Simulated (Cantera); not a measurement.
What does this Cantera script print?

```python
import numpy as np
import cantera as ct

gas = ct.Solution("gri30.yaml")
gas.TPX = 1150, 100000, {'C2H6': 1, 'N2': 30}
reactor = ct.IdealGasConstPressureReactor(gas, energy="off", clone=False)
net = ct.ReactorNet([reactor])
net.rtol, net.atol = 1e-08, 1e-18
show = ['C2H6', 'H2', 'CH3', 'C2H', 'H', 'CH4']
times = np.geomspace(5e-05, 3, 10)

steps = ct.SolutionArray(gas, extra=["t"])
rows = []
print(f"{'t/s':>10s}{'T/K':>9s}{'P/Pa':>11s}" + "".join(f"{s:>11s}" for s in show))
for t in times:
    while net.time < t:
        t_next = net.step()
        steps.append(gas.state, t=t_next)
    rows.append([np.interp(t, steps.t, y) for y in (steps.T, steps.P, *steps(*show).X.T)])
    print(f"{t:10.3e}{rows[-1][0]:9.1f}{rows[-1][1]:11.4g}" + "".join(f"{x:11.3e}" for x in rows[-1][2:]))
rate = np.gradient(steps.T, steps.t)
print("integrator steps:", len(steps.t))
if steps.T.max() > steps.T[0] + 200:
    print(f"time of steepest temperature rise: {steps.t[rate.argmax()]:.4e} s")
gas.TPX = 1150, 100000, {'C2H6': 1, 'N2': 30}
gas.equilibrate("TP")
print(f"equilibrium (TP): T = {gas.T:.1f} K  " + "  ".join(f"{s} {gas[s].X[0]:.3e}" for s in show))
```

It prints:

```
       t/s      T/K       P/Pa       C2H6         H2        CH3        C2H          H        CH4
 5.000e-05   1150.0      1e+05  3.226e-02  6.166e-08  6.569e-07  3.923e-24  3.886e-09  7.731e-08
 1.698e-04   1150.0      1e+05  3.225e-02  2.146e-06  1.721e-06  1.118e-19  3.784e-08  7.503e-07
 5.765e-04   1150.0      1e+05  3.219e-02  5.247e-05  3.208e-06  1.110e-15  2.260e-07  5.523e-06
 1.957e-03   1150.0      1e+05  3.164e-02  5.522e-04  5.870e-06  6.265e-14  4.686e-07  3.666e-05
 6.646e-03   1150.0      1e+05  2.937e-02  2.622e-03  5.906e-06  3.366e-13  5.117e-07  1.744e-04
 2.257e-02   1150.0      1e+05  2.241e-02  9.041e-03  4.898e-06  1.289e-12  5.730e-07  6.449e-04
 7.663e-02   1150.0      1e+05  8.316e-03  2.265e-02  2.605e-06  4.219e-12  6.281e-07  1.884e-03
 2.602e-01   1150.0      1e+05  8.888e-04  3.194e-02  7.164e-07  5.221e-12  3.322e-07  2.961e-03
 8.835e-01   1150.0      1e+05  2.207e-04  3.559e-02  3.521e-07  4.534e-12  1.818e-07  3.398e-03
 3.000e+00   1150.0      1e+05  1.765e-04  3.885e-02  3.506e-07  5.703e-12  1.669e-07  4.105e-03
integrator steps: 998
equilibrium (TP): T = 1150.0 K  C2H6 1.679e-05  H2 2.144e-02  CH3 2.436e-07  C2H 2.645e-13  H 1.100e-08  CH4 2.538e-02
```

Model: GRI-Mech 3.0 (53 species, 325 reactions), integrated in Cantera. GRI-Mech 3.0 stops at C3 and has no aromatics, soot or wall deposition, so with more carbon than oxygen in the feed, carbon stays in small species such as C2H2 where larger ones or solid carbon would form.
